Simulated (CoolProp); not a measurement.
A single-stage vapour-compression cycle with the fluid: evaporating at 248.15 K (dew point), condensing at 277.15 K (bubble point), superheat 5 K, subcooling 2 K, compressor efficiency 0.7, no pressure losses. The same conditions are run with several fluids, on thermodynamics alone (safety and materials aside).

Computed with CoolProp (reference Helmholtz-energy equation of state of each fluid (hydrogen sulfide: Lemmon 2006; sulfur dioxide: Gao 2016; R152A: Outcalt 1996; R21: Platzer 1990; cis-2-butene: Lemmon 2005; propylene: Lemmon 2013)). The equations of Platzer and Polt are older, rougher fits.

```json
[
 {"fluid": "hydrogen sulfide", "cooling COP": "5.25", "pressure ratio": "2.53", "discharge temperature (K)": "342.4", "refrigerating effect (kJ/kg)": "…", "volumetric capacity (kJ/m³)": "3560"},
 {"fluid": "sulfur dioxide", "cooling COP": "…", "pressure ratio": "3.69", "discharge temperature (K)": "364.4", "refrigerating effect (kJ/kg)": "369", "volumetric capacity (kJ/m³)": "564"},
 {"fluid": "R152A", "cooling COP": "5.44", "pressure ratio": "3.13", "discharge temperature (K)": "310.9", "refrigerating effect (kJ/kg)": "291", "volumetric capacity (kJ/m³)": "920"},
 {"fluid": "R21", "cooling COP": "…", "pressure ratio": "3.79", "discharge temperature (K)": "326.7", "refrigerating effect (kJ/kg)": "232", "volumetric capacity (kJ/m³)": "254"},
 {"fluid": "cis-2-butene", "cooling COP": "5.52", "pressure ratio": "3.51", "discharge temperature (K)": "306.3", "refrigerating effect (kJ/kg)": "391", "volumetric capacity (kJ/m³)": "309"},
 {"fluid": "propylene", "cooling COP": "5.35", "pressure ratio": "2.57", "discharge temperature (K)": "303.9", "refrigerating effect (kJ/kg)": "355", "volumetric capacity (kJ/m³)": "1940"}
]
```

Q: Complete the blanks.

A: 
- hydrogen sulfide, refrigerating effect (kJ/kg): 451
- sulfur dioxide, cooling COP: 5.31
- R21, cooling COP: 5.50
